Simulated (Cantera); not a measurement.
A perfectly stirred reactor is fed with CO : H2 : O2 : N2 = 1 : 0.32 : 1.12 : 11.1 (molar parts), at 84000 Pa; it is adiabatic with a 700 K inlet, and is followed from long to short residence time, starting on the burning branch (τ in s: 0.12, 0.048, 0.02, 0.0082, 0.0034, 0.0014, 0.00058, 0.00024, 0.0001, 4.1e-05, 1.7e-05).

Cantera simulation using GRI-Mech 3.0 (53 species, 325 reactions); the numbers are that mechanism's predictions, not measurements.

### Question
What does this change do: N2 11.1 to 8.6 parts?

### Answer
```csv
quantity,before,after
"blow-out, bracketed by the residence times tried","burning at 1.40 ms, out at 0.580 ms","burning at 0.580 ms, out at 0.240 ms"
x(CO) at τ = 0.120 s,0.00126,0.00155
x(H2) at τ = 0.120 s,9.79e-5,0.000123
x(O2) at τ = 0.120 s,0.0361,0.0447
x(H2O2) at τ = 0.120 s,1.01e-7,5.99e-8
x(NO) at τ = 0.120 s,7.43e-6,2.37e-5
x(CO) at τ = 1.40 ms,0.0230,0.0194
x(H2) at τ = 1.40 ms,0.00129,0.00130
x(O2) at τ = 1.40 ms,0.0464,0.0523
x(H2O2) at τ = 1.40 ms,8.85e-7,5.76e-7
x(NO) at τ = 1.40 ms,4.28e-6,1.40e-5
```
